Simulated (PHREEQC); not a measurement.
Make-up at 25 °C: 0.0012 mol/kgw HF and 3.1e-05 mol/kgw NH4HF2. It is in equilibrium with CO2 at log p = -3.4 (atm). Otherwise closed; pH follows from the charge balance.

Model: ion-association model, phreeqc.dat, run in PHREEQC.

Each row changes one thing in this solution. Precipitation was switched off in this run.

```
case                                                 pH  ionic strength (mol/kgw)  F- (mol/kgw)  HF (mol/kgw)  HF2- (mol/kgw)  HCO3- (mol/kgw)
-------------------------------------------------  ----  ------------------------  ------------  ------------  --------------  ---------------
as made                                            3.21                  0.000665      0.000664      0.000596         1.52e-6          1.01e-8
NH4HF2 from 3.1e-05 to 0.00031 mol/kgw             3.20                  0.000956      0.000953    (withheld)         3.15e-6          9.98e-9
NH4HF2 from 3.1e-05 to 6.2e-06 mol/kgw             3.21                  0.000639      0.000638    (withheld)         1.40e-6          1.01e-8
NH4HF2 replaced by (NH4)2SO4 at the same molality  3.21                  0.000724      0.000633      0.000565         1.37e-6          1.01e-8
temperature from 25 to 45 °C                       3.27                  0.000588      0.000586      0.000673         1.69e-6          8.31e-9
0.0003 mol/kgw KOH added                           3.37                  0.000776      0.000774      0.000485         1.44e-6          1.44e-8
NH4HF2 from 3.1e-05 to 2.79e-05 mol/kgw            3.21                  0.000662      0.000660      0.000593         1.50e-6          1.01e-8
HF replaced by NaF at the same molality            4.95                   0.00124       0.00124       1.99e-5         9.48e-8          5.63e-7
```

**Question.** What belongs in the gaps?

**Answer.** 
- NH4HF2 from 3.1e-05 to 0.00031 mol/kgw, HF (mol/kgw): 0.000861
- NH4HF2 from 3.1e-05 to 6.2e-06 mol/kgw, HF (mol/kgw): 0.000572

Species that the database lacks are ignored. Constants without temperature data keep their 25 °C values here.
